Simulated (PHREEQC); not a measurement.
Consider water at 25 °C with 0.0047 mol/kgw HCl and 0.00013 mol/kgw MnSO4. Closed to the air; pH follows from the charge balance.

Equilibrium calculation in PHREEQC: ion-association model, phreeqc.dat.

Precipitation was switched off in this run.

Question: Order these S species by the share of S that they hold, largest first: MnSO4, SO4-2, HSO4-.

Answer: SO4-2 (74 %), HSO4- (25 %), MnSO4 (0.92 %)

The pH is 2.36 and the ionic strength 0.00515 mol/kgw.
